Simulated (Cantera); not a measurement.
Standard-state values (1 bar) from the NASA 1993 polynomials, evaluated with Cantera. Values are per mole of reaction as written; species without (g) are pure solids or liquids, kept so even where they would boil at 1 bar. TaC: taken at fixed stoichiometry.

3 Ta2O5 + 6 CO(g) = 7 O3(g) + 6 TaC, with ΔH° = 6929.0 kJ and ΔS° = 311.4 J/K at 300 K.

### Question
How far is the shortcut ΔG° ≈ ΔH°(300 K) − T·ΔS°(300 K) from the full temperature-dependent value at 575, 775, 975, 1175, 1375, 1575, 1775, 1975, 2175 K?

### Answer
| T (K) | shortcut (kJ) | full (kJ) | difference (kJ) | difference in log10 K | condensed phases |
|---|---|---|---|---|---|
| 575 | 6750.0 | 6756.7 | -6.7 | 0.61 | Ta2O5(s), TaC(s) |
| 775 | 6687.7 | 6703.8 | -16.0 | 1.08 | Ta2O5(s), TaC(s) |
| 975 | 6625.5 | 6653.2 | -27.7 | 1.49 | Ta2O5(s), TaC(s) |
| 1175 | 6563.2 | 6604.7 | -41.5 | 1.85 | Ta2O5(s), TaC(s) |
| 1375 | 6500.9 | 6558.1 | -57.2 | 2.17 | Ta2O5(s), TaC(s) |
| 1575 | 6438.7 | 6513.1 | -74.5 | 2.47 | Ta2O5(s), TaC(s) |
| 1775 | 6376.4 | 6469.1 | -92.7 | 2.73 | Ta2O5(s), TaC(s) |
| 1975 | 6314.1 | 6425.3 | -111.2 | 2.94 | Ta2O5(s), TaC(s) |
| 2175 | 6251.8 | 6402.1 | -150.2 | 3.61 | Ta2O5(l), TaC(s) |
The shortcut ignores heat capacities and the phase changes listed.
